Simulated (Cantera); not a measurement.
# Dilute partial oxidation

An isothermal, constant-pressure homogeneous reactor starts with 0.318 % CH3OH, 0.239 % O2, 99.4 % N2, at 1350 K and 1.00 atm.

Cantera simulation using GRI-Mech 3.0 (53 species, 325 reactions); the numbers are that mechanism's predictions, not measurements. GRI-Mech 3.0 was tuned for natural gas; its chemistry of methanol as a main component is partial and can be far from experiment.

| t (s) | x CH3OH | x O2 | x HCN | x H2O | x CH2O | x NO2 | x CH4 |
|---|---|---|---|---|---|---|---|
| 0.000600 | 0.00315 | 0.00238 | 7.74e-12 | 5.72e-6 | 2.83e-5 | <1e-12 | 4.61e-7 |
| 0.00134 | 0.00306 | 0.00236 | 3.15e-11 | 2.50e-5 | 0.000118 | 2.64e-12 | 1.20e-6 |
| 0.00298 | 0.00208 | 0.00218 | 2.35e-10 | 0.000327 | 0.000770 | 3.62e-11 | 2.12e-6 |
| 0.00664 | <1e-12 | 6.59e-5 | 3.77e-9 | 0.00377 | 6.49e-11 | 3.95e-12 | 6.18e-12 |
| 0.0148 | <1e-12 | 1.55e-6 | 1.80e-9 | 0.00353 | 2.35e-11 | <1e-12 | <1e-12 |
| 0.0329 | <1e-12 | 1.83e-7 | 1.59e-9 | 0.00351 | 1.12e-11 | <1e-12 | <1e-12 |
| 0.0734 | <1e-12 | 3.03e-8 | 1.51e-9 | 0.00351 | 6.29e-12 | <1e-12 | <1e-12 |
| 0.164 | <1e-12 | 5.58e-9 | 1.47e-9 | 0.00351 | 4.19e-12 | <1e-12 | <1e-12 |
| 0.364 | <1e-12 | 1.06e-9 | 1.45e-9 | 0.00352 | 3.27e-12 | <1e-12 | <1e-12 |
| 0.812 | <1e-12 | 2.01e-10 | 1.43e-9 | 0.00352 | 2.86e-12 | <1e-12 | <1e-12 |
| 1.81 | <1e-12 | 3.84e-11 | 1.42e-9 | 0.00352 | 2.68e-12 | <1e-12 | <1e-12 |
| 4.03 | <1e-12 | 7.72e-12 | 1.43e-9 | 0.00352 | 2.61e-12 | <1e-12 | <1e-12 |
| 8.98 | <1e-12 | 1.71e-12 | 1.44e-9 | 0.00352 | 2.57e-12 | <1e-12 | <1e-12 |
| 20.0 | <1e-12 | <1e-12 | 1.48e-9 | 0.00352 | 2.56e-12 | <1e-12 | <1e-12 |
x: mole fraction; the columns are a selection and need not sum to one.

Equilibrium at this temperature and pressure: CH3OH <1e-12, O2 <1e-12, HCN 2.23e-10, H2O 0.00352, CH2O 2.54e-12, NO2 <1e-12, CH4 <1e-12 (gas phase only).
